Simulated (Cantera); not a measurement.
What does this Cantera script print?

```python
import numpy as np
import cantera as ct

gas_names = """
    HCL H PbCL2
""".split()
cond_names = """
    Pb(cr) Pb(L)
""".split()


# ... load() reads the species with a 1 bar reference pressure and builds the phases ...
species = {s.name: s for s in load("nasa_gas.yaml", gas_names) + load("nasa_condensed.yaml", cond_names)}
# Each term lists the table entries of one substance; the one whose range holds T is used.
reactions = {
    'Pb + 2 HCl(g) = 2 H(g) + PbCl2(g)':
        [(-1, ['Pb(cr)', 'Pb(L)']), (-2, ['HCL']), (2, ['H']), (1, ['PbCL2'])],
}


def pick(names, T):
    return next(species[n] for n in names if species[n].thermo.min_temp <= T <= species[n].thermo.max_temp)


results = []
for label, terms in reactions.items():
    print(label)
    print("     T/K   dH/kJ  dS/(J/K)   dG/kJ   log10 K")
    for T in [300, 1198, 1248, 1298, 1348, 1398, 1448]:
        used = [(nu, pick(names, T)) for nu, names in terms]
        dH = sum(nu * s.thermo.h(T) for nu, s in used) / 1e6
        dS = sum(nu * s.thermo.s(T) for nu, s in used) / 1e3
        dG = dH - T * dS / 1e3
        logK = -dG * 1e6 / (ct.gas_constant * T * np.log(10))
        results.append((label, T, dH, dS, dG, logK, [s.name for _, s in used]))
        print(f"{T:8g} {dH:8.1f} {dS:8.1f} {dG:8.1f} {logK:8.2f}")
```

Result:

```
Pb + 2 HCl(g) = 2 H(g) + PbCl2(g)
     T/K   dH/kJ  dS/(J/K)   dG/kJ   log10 K
     300    446.6    108.1    414.1   -72.11
    1198    449.7    113.4    313.8   -13.68
    1248    449.9    113.6    308.1   -12.90
    1298    450.2    113.8    302.4   -12.17
    1348    450.4    114.0    296.7   -11.50
    1398    450.6    114.1    291.0   -10.87
    1448    450.8    114.3    285.3   -10.29
```

Source: NASA polynomial tables (part measured, part estimated), evaluated in Cantera. Condensed species are held in their standard states even where they would react or evaporate.
